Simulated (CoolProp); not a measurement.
Vapour-liquid equilibrium of octamethyltrisiloxane (MDM) (1) + octamethylcyclotetrasiloxane (D4) (2) at 0.00159 MPa; x and y are mole fractions of (1).

Computed with CoolProp (multi-fluid Helmholtz-energy mixture model, Thol 2017 and Thol 2015; pair parameters Bell 2016).

```json
[
 {"x": "0.05", "bubble temperature (K)": "335.2", "y at the bubble point": "0.140", "dew temperature at overall composition x (K)": "336.4", "liquid density (mol/L)": "3.072"},
 {"x": "0.15", "bubble temperature (K)": "332.1", "y at the bubble point": "0.348", "dew temperature at overall composition x (K)": "335.1", "liquid density (mol/L)": "3.105"},
 {"x": "0.25", "bubble temperature (K)": "329.6", "y at the bubble point": "0.497", "dew temperature at overall composition x (K)": "333.6", "liquid density (mol/L)": "3.137"},
 {"x": "0.35", "bubble temperature (K)": "327.5", "y at the bubble point": "0.612", "dew temperature at overall composition x (K)": "332.1", "liquid density (mol/L)": "3.168"},
 {"x": "0.45", "bubble temperature (K)": "325.5", "y at the bubble point": "0.704", "dew temperature at overall composition x (K)": "330.4", "liquid density (mol/L)": "3.198"},
 {"x": "0.55", "bubble temperature (K)": "323.8", "y at the bubble point": "0.780", "dew temperature at overall composition x (K)": "328.7", "liquid density (mol/L)": "3.229"},
 {"x": "0.65", "bubble temperature (K)": "322.2", "y at the bubble point": "0.845", "dew temperature at overall composition x (K)": "326.7", "liquid density (mol/L)": "3.259"},
 {"x": "0.75", "bubble temperature (K)": "320.7", "y at the bubble point": "0.899", "dew temperature at overall composition x (K)": "324.5", "liquid density (mol/L)": "3.289"},
 {"x": "0.85", "bubble temperature (K)": "319.2", "y at the bubble point": "0.945", "dew temperature at overall composition x (K)": "322.0", "liquid density (mol/L)": "3.320"},
 {"x": "0.95", "bubble temperature (K)": "317.9", "y at the bubble point": "0.983", "dew temperature at overall composition x (K)": "319.1", "liquid density (mol/L)": "3.350"}
]
```

No azeotrope shows between x = 0.05 and 0.95.

The pair parameters rest on a limited set of measurements; away from them the model extrapolates.
